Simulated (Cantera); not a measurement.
A closed system holds: 1 mol Ti, 0.042 mol CO₂, 1.8 mol H₂, held at 1423.15 K and 10.0 Torr.

Cantera equilibrium calculation (NASA polynomials, part measured and part estimated; ideal gas, pure solids and liquids). Candidate condensed phases: C, C₆H₆, C₇H₈, C₈H₁₈, H₂O, Ti, TiC, TiO, TiO₂, Ti₂O₃, Ti₃O₅, Ti₄O₇; 113 gas species. Mutual solubility and eutectic melting of coexisting phases are not modelled. TiC, TiO: taken at fixed stoichiometry. Condensed phases not in the tables: solid solutions among these carbides, nitrides and lower oxides, N, O or C dissolved in the metal. Kinetics and transport are ignored.

Base state: H₂ 1.000, H 5.76e-5 (mole fractions); condensed: Ti(β) + TiC(s) + TiO(s).

Task: What changes in the equilibrium state with this change: temperature from 1423.15 K to 2073 K?

Result: 
| species | before | after |
|---|---|---|
| H₂ | 1.000 | 0.975 |
| H | 5.76e-5 | 0.0225 |
| Ti | 1.10e-8 | 0.00188 |
| CO | <1e-9 | 0.000260 |
| TiO | <1e-9 | 0.000160 |
| Ti(β), mol | 0.874 | 0 |
| TiC(s), mol | 0.0420 | 0.0415 |
| TiO(s), mol | 0.0840 | 0 |
| Ti(l), mol | 0 | 0.872 |
| TiO(l), mol | 0 | 0.0832 |
Each liquid is taken as pure.
